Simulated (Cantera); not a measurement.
Adiabatic ignition

An adiabatic, constant-volume homogeneous reactor starts with 45.7 % H2, 11.4 % O2, 42.9 % N2, equivalence ratio 2.0, at 1148 K and 3.85 atm.

Computed with Cantera and GRI-Mech 3.0 (53 species, 325 reactions). The hydrogen kinetics of GRI-Mech 3.0 are dated; newer H2 mechanisms differ, most at raised pressure.

```tsv
t (s)	T (K)	P (bar)	x H2	x O2	x OH	x O	x HO2	x H
1.00e-6	1148	3.90	0.457	0.114	1.48e-10	3.14e-10	7.32e-9	4.88e-9
2.39e-6	1148	3.90	0.457	0.114	4.40e-10	9.53e-10	2.66e-8	1.38e-8
5.72e-6	1148	3.90	0.457	0.114	1.71e-9	3.72e-9	1.41e-7	5.24e-8
1.37e-5	1148	3.90	0.457	0.114	1.58e-8	3.42e-8	1.70e-6	4.79e-7
3.27e-5	1154	3.92	0.456	0.114	8.68e-6	1.07e-5	0.000183	0.000151
7.82e-5	2942	8.99	0.247	0.000150	0.00692	0.000379	4.50e-7	0.0220
0.000187	2939	8.98	0.248	0.000147	0.00684	0.000372	4.40e-7	0.0218
0.000447	2938	8.98	0.248	0.000145	0.00680	0.000368	4.35e-7	0.0217
0.00107	2938	8.98	0.248	0.000145	0.00679	0.000368	4.35e-7	0.0217
0.00256	2938	8.98	0.248	0.000145	0.00679	0.000368	4.35e-7	0.0217
0.00612	2938	8.98	0.248	0.000145	0.00679	0.000368	4.35e-7	0.0217
0.0146	2938	8.98	0.248	0.000145	0.00679	0.000368	4.35e-7	0.0217
0.0350	2938	8.98	0.248	0.000145	0.00679	0.000368	4.35e-7	0.0217
0.0836	2938	8.98	0.248	0.000145	0.00679	0.000368	4.35e-7	0.0217
0.200	2938	8.98	0.248	0.000145	0.00679	0.000368	4.35e-7	0.0217
```
x: mole fraction; the columns are a selection and need not sum to one.

* **time of steepest temperature rise**: 39.1 µs
* **temperature at 0.200 s**: 2938 K
* **equilibrium temperature**: 2938 K
* **x(H2) at 0.200 s**: 0.248 (gas-phase equilibrium 0.248)
* **x(O2) at 0.200 s**: 0.000145 (gas-phase equilibrium 0.000145)
* **x(OH) at 0.200 s**: 0.00679 (gas-phase equilibrium 0.00679)
